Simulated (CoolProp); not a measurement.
A single-stage vapour-compression cycle with the fluid: evaporating at 210.15 K (dew point), condensing at 266.15 K (bubble point), superheat 2 K, subcooling 5 K, compressor efficiency 0.6, no pressure losses. The same conditions are run with several fluids, on thermodynamics alone (safety and materials aside).

The numbers come from the reference Helmholtz-energy equation of state of each fluid (fluoroethane (R161): Wu 2012; ammonia: Gao 2020; R115: Lemmon 2016; R404A: Lemmon 2003; R410A: Lemmon 2003; C2F6 (R116): Lemmon 2006) in CoolProp. Blends and air are pseudo-pure fits.

| fluid | cooling COP | pressure ratio | discharge temperature (K) | refrigerating effect (kJ/kg) | volumetric capacity (kJ/m³) |
|---|---|---|---|---|---|
| fluoroethane (R161) | 1.86 | 12.9 | [?] | 352 | 259 |
| ammonia | 1.72 | 18.3 | 533.2 | 1230 | 214 |
| R115 | 1.75 | [?] | [?] | 87.1 | 236 |
| R404A | [?] | [?] | 321.2 | 147 | 334 |
| R410A | 1.81 | [?] | 364.1 | 213 | 486 |
| C2F6 (R116) | [?] | 7.15 | 284.2 | 56.1 | 1010 |

Task: What belongs in the gaps?

Result: 
- fluoroethane (R161), discharge temperature (K): 370.2
- R115, pressure ratio: 11.6
- R115, discharge temperature (K): 293.4
- R404A, cooling COP: 1.77
- R404A, pressure ratio: 12.2
- R410A, pressure ratio: 11.8
- C2F6 (R116), cooling COP: 1.43
